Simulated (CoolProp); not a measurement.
Saturated liquid density (kg/m³) of R1234ze(Z): the reference equation beside estimates from Tc = 423.3 K, pc = 3.531 MPa, ω = 0.327.

Computed with CoolProp (reference Helmholtz-energy equation of state, Akasaka 2019).

| T (K) | reference | Redlich-Kwong | Soave-Redlich-Kwong | Peng-Robinson |
|---|---|---|---|---|
| 298 | 1225 | 942.7 | 993.3 | 1124 |
| 305.6 | 1204 | 924.0 | 975.6 | 1105 |
| 313.2 | 1183 | 904.6 | 956.9 | 1084 |
| 320.7 | 1162 | … | … | 1063 |
| 328.3 | 1139 | 863.5 | 916.6 | 1040 |
| 335.8 | 1116 | 841.7 | 894.8 | 1015 |
| 343.4 | 1091 | 818.5 | 871.4 | … |
| 350.9 | 1065 | 794.4 | 846.8 | 961.2 |
| 358.5 | 1038 | 768.7 | 820.0 | 930.8 |
| 366.1 | 1009 | 741.3 | 791.3 | 898.0 |

Task: What belongs in the gaps?

Result: 
- 320.7, Redlich-Kwong: 884.6
- 320.7, Soave-Redlich-Kwong: 937.4
- 343.4, Peng-Robinson: 989.1

Absolute difference from the reference over all 10 rows, mean and median: Redlich-Kwong 24.5 and 24.4 %, Soave-Redlich-Kwong 19.9 and 19.7 %, Peng-Robinson 9.2 and 8.9 %.
